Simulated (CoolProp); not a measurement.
Vapour-liquid equilibrium of ethylbenzene (1) + m-xylene (2) at 546 kPa; x and y are mole fractions of (1).

Values from CoolProp's multi-fluid Helmholtz-energy mixture model, Zhou 2012 and Zhou 2012; pair parameters Bell 2016.

```
x      bubble temperature, mixture model (K)  bubble temperature, Raoult's law (K)  y, mixture model  y, Raoult's law
-----  -------------------------------------  ------------------------------------  ----------------  ---------------
0.05                                   488.2                                 488.2             0.052            0.052
0.125                                  488.0                                 488.0             0.130            0.130
0.2                                    487.7                                 487.8             0.208            0.208
0.275                                  487.5                                 487.6             0.284            0.285
0.35                                   487.3                                 487.4             0.360            0.361
0.425                                  487.1                                 487.2             0.436            0.437
0.5                                    486.9                                 487.0             0.510            0.512
0.575                                  486.7                                 486.8             0.585            0.587
0.65                                   486.5                                 486.6             0.659            0.661
0.725                                  486.3                                 486.4             0.732            0.735
0.8                                    486.1                                 486.2             0.806            0.808
0.875                                  485.9                                 486.0             0.879            0.880
0.95                                   485.8                                 485.8             0.951            0.952
```

The largest gap from Raoult's law is -0.1 K in bubble temperature, at x = 0.5. No azeotrope shows between x = 0.05 and 0.95.

Pair parameters are fitted to limited data, so mixtures are less certain than the pure fluids.
